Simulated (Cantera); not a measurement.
A closed system holds: 1 mol BN, 0.44 mol O₂, a varied amount of H₂, 6.1 mol HF, at 2000 K and 1.00 bar.

Cantera equilibrium calculation (NASA polynomials, part measured and part estimated; ideal gas, pure solids and liquids). Candidate condensed phases: B, BN, B₂O₃, B₃O₃H₃, H₂O; 62 gas species. The tables' values for BF₂ are old estimates; treat these amounts as uncertain. The numbers say what is thermodynamically allowed, not how fast it happens.

x: gas mole fraction; nothing condenses.

| n(H₂) (mol) | x H₂ | x HF | x BOF | x N₂ | x BF₃ | x H₂O |
|---|---|---|---|---|---|---|
| 11 | 0.652 | 0.251 | 0.0367 | 0.0281 | 0.0176 | 0.0112 |
| 20 | 0.767 | [?] | [?] | [?] | [?] | [?] |
| 29 | 0.824 | 0.128 | 0.0196 | 0.0139 | 0.00676 | 0.00409 |
| 39 | 0.862 | 0.101 | 0.0156 | 0.0109 | 0.00478 | 0.00286 |
| 48 | 0.884 | 0.0851 | 0.0132 | 0.00911 | 0.00371 | 0.00221 |
| 58 | 0.901 | [?] | [?] | [?] | [?] | [?] |
| 67 | 0.913 | 0.0639 | 0.00995 | 0.00676 | 0.00241 | 0.00144 |
| 76 | 0.922 | 0.0572 | 0.00890 | 0.00603 | 0.00203 | 0.00122 |
| 86 | 0.930 | 0.0512 | 0.00796 | 0.00538 | 0.00172 | 0.00104 |

Question: Complete the blanks.

Answer: 
- 20, x HF: 0.170
- 20, x BOF: 0.0255
- 20, x N₂: 0.0186
- 20, x BF₃: 0.0101
- 20, x H₂O: 0.00622
- 58, x HF: 0.0724
- 58, x BOF: 0.0113
- 58, x N₂: 0.00770
- 58, x BF₃: 0.00291
- 58, x H₂O: 0.00173
